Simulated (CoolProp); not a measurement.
Properties of o-xylene along the isotherm 620 K (Tc = 630.3 K, pc = 3.737 MPa, ω = 0.312).

Values from CoolProp's reference Helmholtz-energy equation of state, Zhou 2012.

| p (MPa) | phase | density (kg/m³) | isothermal compressibility (1/MPa) | fugacity coefficient |
|---|---|---|---|---|
| 1.87 | gas | 50.03 | 0.7302 | 0.8093 |
| 3.74 | liquid | 455.1 | 0.1243 | 0.5973 |
| 5.61 | liquid | 510.8 | 0.03575 | 0.4309 |
| 7.47 | liquid | 537.5 | 0.02151 | 0.3481 |
| 9.34 | liquid | 556.1 | 0.01551 | 0.2987 |
| 11.2 | liquid | 570.5 | 0.01221 | 0.2666 |
| 13.1 | liquid | 582.6 | 0.01007 | 0.2440 |
| 14.9 | liquid | 592.4 | 0.008650 | 0.2285 |
| 16.8 | liquid | 601.6 | 0.007546 | 0.2164 |
| 18.7 | liquid | 609.8 | 0.006700 | 0.2073 |
